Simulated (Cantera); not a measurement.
What does this Cantera script print?

```python
import numpy as np
import cantera as ct

gas_names = """
    H HO2 H2 H2O H2O2 Li LiH LiO LiOH Li2 Li2O Li2O2 Li2O2H2 O OH O2 O3
""".split()
cond_names = """
    H2O(s) H2O(L) Li(cr) Li(L) LiH(s) LiH(L) LiOH(s) LiOH(L) Li2O(s) Li2O(L)
""".split()


# ... load() reads the species with a 1 bar reference pressure and builds the phases ...
atoms = {
    'LiOH': {'Li': 1, 'O': 1, 'H': 1},
    'H2': {'H': 2},
}
top_T = {}  # K; cautious upper limits of use, not melting points


# ... equilibrate(T, P, feed) seeds the gas with the atoms and calls Mixture.equilibrate('TP', solver="vcs", rtol=1e-11, max_steps=5000) ...
results = []
feed = {'LiOH': 1, 'H2': 9.3}  # mol
P = 310000  # Pa
for T in [825, 925, 1025, 1125, 1225, 1325, 1425, 1525, 1625, 1725, 1825, 1925]:
    mix = equilibrate(T, P, feed)
    results.append((T, P, feed, dict(zip(mix.species_names, mix.species_moles))))

top = {s: max(r[3][s] / sum(r[3][g] for g in gas_names) for r in results) for s in gas_names}
cols = sorted((s for s in top if top[s] > 0.001), key=lambda s: -top[s])[:9]
seen = [c for c in cond_names if any(r[3].get(c, 0) > 1e-12 for r in results)]
print("log10 of partial pressures in bar; condensed amounts in mol")
print(f"{'T/K':>10s}" + "".join(f"{s[:9]:>10s}" for s in cols + seen))
for T, P, feed, n in results:
    ng = sum(n[g] for g in gas_names)
    print(f"{T:10.4g}" + "".join(f"{np.log10(max(n[s] / ng * P / 1e5, 1e-99)):10.3f}" for s in cols)
          + "".join(f"{n.get(c, 0):10.4g}" for c in seen))
```

Output:

```
log10 of partial pressures in bar; condensed amounts in mol
       T/K        H2      LiOH       H2O        Li       LiH   LiOH(L)   Li2O(s)   Li2O(L)
       825     0.487    -7.458    -1.508   -12.787   -13.177    0.8119   0.09403         0
       925     0.478    -5.956    -1.026   -10.767   -11.299     0.417    0.2915         0
      1025     0.469    -4.823    -0.801    -9.059    -9.707         0       0.5         0
      1125     0.469    -3.997    -0.801    -7.575    -8.315         0    0.4998         0
      1225     0.469    -3.311    -0.802    -6.340    -7.157         0    0.4991         0
      1325     0.468    -2.733    -0.804    -5.297    -6.178         0    0.4969         0
      1425     0.468    -2.242    -0.810    -4.404    -5.341         0    0.4905         0
      1525     0.468    -1.823    -0.823    -3.628    -4.614         0    0.4751         0
      1625     0.466    -1.468    -0.852    -2.944    -3.972         0    0.4428         0
      1725     0.463    -1.170    -0.905    -2.330    -3.398         0    0.3818         0
      1825     0.456    -0.924    -0.986    -1.772    -2.876         0    0.2738         0
      1925     0.444    -0.745    -1.063    -1.312    -2.451         0         0    0.1065
```

Cantera equilibrium calculation (NASA polynomials, part measured and part estimated; ideal gas, pure solids and liquids).
